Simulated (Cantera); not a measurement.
Feed: 1 mol SiO₂, 0.24 mol Al₂O₃, 76 mol H₂, at 1102 °C and 55.0 Pa.

Equilibrium computed with Cantera from the NASA thermochemical tables; the gas is ideal and each condensed phase is pure. Candidate condensed phases: Al, Al₂O₃, Al₂SiO₅, Al₆Si₂O₁₃, H₂O, Si, SiO₂; 28 gas species. Mutual solubility and eutectic melting of coexisting phases are not modelled. The tables hold silica as quartz up to 1696 K and as liquid above; real silica turns to tridymite and cristobalite and melts near 1996 K. Condensed phases not in the tables: alloys, solid solutions and most ternary compounds. Equilibrium is a limit: real reactors are often held back by kinetics, nucleation or transport.

Base state: H₂ 0.999, SiO 0.000244, H₂O 0.000244, H 0.000146 (mole fractions); condensed: Al₆Si₂O₁₃(mullite) + SiO₂(β-quartz).

**Question.** What changes in the equilibrium state with this change: temperature from 1102 °C to 1575 °C?

**Answer.** 
| species | before | after |
|---|---|---|
| H₂ | 0.999 | 0.952 |
| H | 0.000146 | 0.0221 |
| SiO | 0.000244 | 0.0128 |
| H₂O | 0.000244 | 0.0128 |
| OH | <1e-9 | 2.19e-5 |
| Al₆Si₂O₁₃(mullite), mol | 0.0800 | 0 |
| SiO₂(β-quartz), mol | 0.821 | 0 |
| Al₂O₃(s), mol | 0 | 0.240 |
